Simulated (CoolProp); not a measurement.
Saturated liquid density (kg/m³) of propylene: the reference equation beside estimates from Tc = 364.2 K, pc = 4.555 MPa, ω = 0.146. Rackett uses Z = 0.29056 − 0.08775 ω.

Computed with CoolProp (reference Helmholtz-energy equation of state, Lemmon 2013).

```tsv
T (K)	reference	Rackett	van der Waals	Redlich-Kwong	Soave-Redlich-Kwong	Peng-Robinson
274.9	543.5	537.1	343.0	491.2	502.5	569.8
283.3	530.7	524.4	334.7	476.2	487.8	553.3
291.8	517.0	511.0	(withheld)	460.1	471.9	535.4
300.2	502.7	496.9	316.3	443.2	455.0	516.3
308.7	487.2	481.7	306.1	424.8	436.6	495.1
317.1	(withheld)	465.4	295.2	405.1	416.6	472.2
325.6	452.1	447.4	283.1	383.4	394.4	446.4
334	431.5	427.5	269.7	359.5	(withheld)	417.6
342.5	407.0	403.9	254.0	331.9	340.9	383.8
350.9	(withheld)	374.9	235.2	299.2	306.4	343.1
```

Fill in the missing entries.


- 291.8, van der Waals: 325.8
- 317.1, reference: 470.6
- 334, Soave-Redlich-Kwong: 369.7
- 350.9, reference: 376.7

Absolute difference from the reference over all 10 rows, mean and median: Rackett 1.0 and 1.1 %, van der Waals 37.2 and 37.2 %, Redlich-Kwong 14.0 and 13.4 %, Soave-Redlich-Kwong 11.8 and 10.9 %, Peng-Robinson 3.6 and 3.4 %.
